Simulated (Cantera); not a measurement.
A perfectly stirred reactor is fed with CH₄ : H₂O : H₂ = 1 : 2.9 : 1.9 (molar parts), at 1.01 bar; it is held at 1575 K, and followed from long to short residence time.

Detailed kinetics in Cantera: GRI-Mech 3.0 (53 species, 325 reactions).

Predict: x(CH₄) at τ = 9.20 s; x(H₂O) at τ = 9.20 s; x(H₂) at τ = 9.20 s; x(CH₂) at τ = 9.20 s; x(CH₂O) at τ = 9.20 s; x(CH₄) at τ = 33.0 ms; x(H₂O) at τ = 33.0 ms; x(H₂) at τ = 33.0 ms; x(CH₂) at τ = 33.0 ms; x(CH₂O) at τ = 33.0 ms.


| Item | Value |
|---|---|
| x(CH₄) at τ = 9.20 s | 0.0315 |
| x(H₂O) at τ = 9.20 s | 0.315 |
| x(H₂) at τ = 9.20 s | 0.559 |
| x(CH₂) at τ = 9.20 s | 2.97e-9 |
| x(CH₂O) at τ = 9.20 s | 1.81e-7 |
| x(CH₄) at τ = 33.0 ms | 0.148 |
| x(H₂O) at τ = 33.0 ms | 0.490 |
| x(H₂) at τ = 33.0 ms | 0.351 |
| x(CH₂) at τ = 33.0 ms | 9.02e-9 |
| x(CH₂O) at τ = 33.0 ms | 1.59e-6 |
